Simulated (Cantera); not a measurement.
## SiCl4 + NH3 (silicon nitride deposition)

Charge: 1 mol SiCl4, 5.6 mol NH3, at 1298.15 K.

These are equilibrium values from Cantera (NASA tables, ideal gas, pure condensed phases), not measurements of a reactor. Candidate condensed phases: NH4Cl, Si, Si3N4; 28 gas species. The tables' values for SiCl3 are old estimates; treat these amounts as uncertain. Kinetics and transport are ignored.

From 5.00 Pa to 1.00 bar the condensed part is Si3N4(s). The main Si-bearing gas is SiCl2 at 5.00 Pa and SiCl4 at 1.00 bar. The share of Si in condensed phases is highest at 37.0 mbar (92.9 %) and lowest at 5.00 Pa (51.4 %).

| P (Pa) | log p H2 | log p HCl | log p N2 | log p SiCl2 | log p SiCl4 | log p SiCl3 | n Si3N4(s) |
|---|---|---|---|---|---|---|---|
| 5 | -4.57 | -4.93 | -5.02 | -5.74 | -8.15 | -7.33 | 0.171 |
| 26 | -3.86 | -4.15 | -4.33 | -5.34 | -6.89 | -6.50 | 0.251 |
| 140 | -3.14 | -3.38 | -3.61 | -5.01 | -5.76 | -5.78 | 0.294 |
| 710 | -2.43 | -2.67 | -2.91 | -4.76 | -4.78 | -5.16 | 0.309 |
| 3700 | -1.71 | -1.96 | -2.19 | -4.53 | -3.84 | -4.57 | 0.310 |
| 19000 | -1.00 | -1.26 | -1.48 | -4.32 | -2.94 | -4.02 | 0.303 |
| 100000 | -0.27 | -0.55 | -0.75 | -4.12 | -2.06 | -3.48 | 0.292 |
log p: log10 of the partial pressure in bar; n: condensed amount in mol.
